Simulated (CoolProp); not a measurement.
n-pentane at several states: density (kg/m³) from the reference equation and from simpler models built on Tc = 196.5 °C, pc = 3.368 MPa, ω = 0.251; each cubic takes its own stable root.

Model: reference Helmholtz-energy equation of state, Thol 2019, in CoolProp.

| T (°C) | p (MPa) | phase | reference | Redlich-Kwong | Soave-Redlich-Kwong |
|---|---|---|---|---|---|
| -31.15 | 4.71 | liquid | 678.3 | 605.6 | 617.2 |
| 248.35 | 1.47 | gas | 27.51 | 27.68 | 27.45 |
| 216.15 | 1.03 | gas | 20.23 | 20.26 | 20.21 |
| 43.75 | 0.022 | gas | 0.6076 | 0.6065 | 0.6069 |
| -58.25 | 0.0545 | liquid | 699.2 | 621.0 | 631.2 |
